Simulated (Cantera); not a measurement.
A closed system holds: 1 mol PbF₂, 150 mol H₂, at 0.300 Pa.

Method: chemical equilibrium by Gibbs-energy minimisation in Cantera with the NASA 1993 tables (ideal gas, pure condensed phases). Candidate condensed phases: Pb, PbF₂; 16 gas species. Equilibrium is a limit: real reactors are often held back by kinetics, nucleation or transport. All values below are at 1825 °C.

Base state: H 0.790, H₂ 0.198, HF 0.00794, Pb 0.00398, F 1.91e-5 (mole fractions); condensed: gas only.

### Question
What changes in the equilibrium state with this change: pressure from 0.300 Pa to 55.0 Pa?

### Answer
```csv
species,before,after
H₂,0.198,0.860
H,0.790,0.122
HF,0.00794,0.0124
Pb,0.00398,0.00618
F,1.91e-5,1.05e-6
```
